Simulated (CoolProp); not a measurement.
Vapour-liquid equilibrium of methanol (1) + toluene (2) at 200.35 °C; x and y are mole fractions of (1).

Values from CoolProp's multi-fluid Helmholtz-energy mixture model, de Reuck 1993 and Lemmon 2006; pair parameters Bell 2016.

### Question
Give the bubble pressure and the first vapour's composition at x = 0.35, 0.5, 0.95. Is there an azeotrope?

### Answer
x = 0.35: 2.450 MPa, y = 0.671; x = 0.5: 2.827 MPa, y = 0.733; x = 0.95: 3.930 MPa, y = 0.967. No azeotrope shows between x = 0.05 and 0.95.

Pair parameters are fitted to limited data, so mixtures are less certain than the pure fluids.
